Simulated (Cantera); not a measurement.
**Premixed flame**

A freely propagating, adiabatic, planar premixed flame of H2 : O2 : N2 = 1 : 0.25 : 0.94 (molar parts), unburnt at 475 K and 5.00 bar; mixture-averaged transport, grid criteria slope 0.08 and curve 0.16, no radiation.

Computed with Cantera and the H2/O2 subset of GRI-Mech 3.0, which has no nitrogen chemistry. The hydrogen kinetics of GRI-Mech 3.0 are dated; newer H2 mechanisms differ, most at raised pressure. Burning velocities carry a grid error of a few per cent, more on coarse grids.

```
z (mm)   T (K)  u (m/s)   x H2      x O2    x H2O      x OH       x O     x HO2
-------  -----  -------  -----  --------  -------  --------  --------  --------
-0.155     475     6.03  0.457     0.114    <1e-8     <1e-8     <1e-8     <1e-8
-0.103     475     6.03  0.457     0.114  2.45e-8     <1e-8     <1e-8     <1e-8
-0.0775    475     6.03  0.457     0.114  2.94e-7     <1e-8     <1e-8   4.77e-8
-0.0517    476     6.03  0.456     0.114  7.24e-6     <1e-8   4.20e-8   1.51e-6
-0.0258    541     6.74  0.444     0.115  0.00233   5.64e-5   9.83e-6  0.000548
-0.0129    858     10.3  0.405     0.107   0.0305  0.000935  0.000236  0.000743
0         1273     14.9  0.339    0.0778   0.0967   0.00171   0.00139  0.000326
0.0129    1567     18.2  0.277    0.0385    0.173   0.00307   0.00217  0.000143
0.0258    1724     19.9  0.243    0.0148    0.218   0.00371   0.00158   5.29e-5
0.0517    1858     21.4  0.230   0.00212    0.244   0.00387  0.000729   7.27e-6
0.103     1965     22.5  0.235  0.000246    0.249   0.00350  0.000395   1.00e-6
0.207     2053     23.3  0.241   9.38e-5    0.252   0.00273  0.000196   4.41e-7
0.413     2119     23.9  0.247   3.81e-5    0.255   0.00187   8.00e-5   1.91e-7
```
x: mole fraction of selected species; z is measured from the peak of heat release.

The laminar burning velocity comes out as 603 cm/s, the thermal thickness comes out as 0.0517 mm and the peak x(OH) is 0.00388. The peak x(O) is 0.00218. The peak x(HO2) is 0.00100. The grid points is 111.
